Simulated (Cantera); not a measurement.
A perfectly stirred reactor is fed with CH4 : H2 : O2 : N2 = 1 : 0.095 : 3.15 : 11.8 (molar parts), equivalence ratio 0.65, at 140000 Pa; it is adiabatic with a 350 K inlet, and is followed from long to short residence time, starting on the burning branch (τ in s: 0.12, 0.055, 0.025, 0.012, 0.0054, 0.0025, 0.0012, 0.00054, 0.00025, 0.00011, 5.3e-05).

Detailed kinetics in Cantera: GRI-Mech 3.0 (53 species, 325 reactions).

One state of this run: T (K) = 1754; x CH4 = 0.000104; x H2 = 0.000927; x O2 = 0.0699; x C2H4 = 3.69e-8; x C2H2 = 1.11e-8; x N2O = 6.77e-7. x: mole fraction; the columns are a selection and need not sum to one.

### Question
Which value of τ (s) does it belong to?
(A) 0.0025
(B) 0.0054
(C) 0.00025
(D) 5.3e-5

### Answer
A, 0.0025
